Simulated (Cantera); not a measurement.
## Hydrocarbon pyrolysis for carbon deposition

A perfectly stirred reactor is fed with C2H6 : N2 = 1 : 51 (molar parts), at 24.8 Torr; it is held at 1800 K, and followed from long to short residence time.

Model: GRI-Mech 3.0 (53 species, 325 reactions), integrated in Cantera. GRI-Mech 3.0 stops at C3 and has no aromatics, soot or wall deposition, so with more carbon than oxygen in the feed, carbon stays in small species such as C2H2 where larger ones or solid carbon would form. Radical loss at walls, strong at low pressure, is not modelled.

```json
[
 {"τ (s)": "1.5", "x C2H6": "2.11e-6", "x H": "0.000514", "x C2H4": "1.38e-5", "x C2H2": "0.0178", "x HCN": "0.000660"},
 {"τ (s)": "0.38", "x C2H6": "7.97e-6", "x H": "0.000568", "x C2H4": "4.76e-5", "x C2H2": "0.0177", "x HCN": "0.000369"},
 {"τ (s)": "0.098", "x C2H6": "2.94e-5", "x H": "0.000634", "x C2H4": "0.000160", "x C2H2": "0.0172", "x HCN": "0.000203"},
 {"τ (s)": "0.025", "x C2H6": "0.000108", "x H": "0.000722", "x C2H4": "0.000517", "x C2H2": "0.0160", "x HCN": "0.000108"},
 {"τ (s)": "0.0065", "x C2H6": "0.000382", "x H": "0.000822", "x C2H4": "0.00150", "x C2H2": "0.0138", "x HCN": "5.63e-5"},
 {"τ (s)": "0.0017", "x C2H6": "0.00132", "x H": "0.000892", "x C2H4": "0.00358", "x C2H2": "0.00960", "x HCN": "2.74e-5"},
 {"τ (s)": "0.00044", "x C2H6": "0.00438", "x H": "0.000813", "x C2H4": "0.00555", "x C2H2": "0.00370", "x HCN": "1.08e-5"},
 {"τ (s)": "0.00011", "x C2H6": "0.0115", "x H": "0.000444", "x C2H4": "0.00279", "x C2H2": "0.000282", "x HCN": "1.86e-6"}
]
```
x: mole fraction; the columns are a selection and need not sum to one.
